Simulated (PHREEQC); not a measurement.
Consider water at 25 °C with 0.024 mol/kgw NaHSO4 and 0.00098 mol/kgw NaOH. Closed to the air; pH follows from the charge balance.

The numbers come from PHREEQC with the ion-association model, phreeqc.dat.

```csv
quantity,before,after
pH,1.93,2.17
ionic strength (mol/kgw),0.0523,0.0286
SO4-2 (mol/kgw),0.0141,0.00832
HSO4- (mol/kgw),0.00909,0.00340
NaSO4- (mol/kgw),0.000778,0.000282
```

Question: Name the change that produced these shifts.
A) NaHSO4 from 0.024 to 0.012 mol/kgw
B) 0.0018 mol/kgw NaHS added
C) temperature from 25 to 85 °C
D) NaHSO4 from 0.024 to 0.12 mol/kgw
E) NaOH replaced by Na2SiO3 at the same molality

Answer: A, NaHSO4 from 0.024 to 0.012 mol/kgw

No solid was allowed to form.
